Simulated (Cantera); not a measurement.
A perfectly stirred reactor is fed with NO : N₂ = 1 : 17 (molar parts), at 15.0 Torr; it is held at 1875 K, and followed from long to short residence time.

Computed with Cantera and GRI-Mech 3.0 (53 species, 325 reactions). Radical loss at walls, strong at low pressure, is not modelled.

Q: What does this change do: temperature 1875 to 2050 K?

A: 
```tsv
quantity	before	after
x(NO) at τ = 7.10 s	0.0544	0.0422
x(NO₂) at τ = 7.10 s	1.13e-6	1.66e-6
x(N₂) at τ = 7.10 s	0.945	0.951
x(O) at τ = 7.10 s	6.25e-5	0.000563
x(N₂O) at τ = 7.10 s	1.21e-6	7.35e-7
x(NO) at τ = 0.110 s	0.0555	0.0555
x(NO₂) at τ = 0.110 s	9.58e-8	7.95e-8
x(N₂) at τ = 0.110 s	0.944	0.944
x(O) at τ = 0.110 s	4.91e-6	2.08e-5
x(N₂O) at τ = 0.110 s	9.20e-7	1.31e-6
```
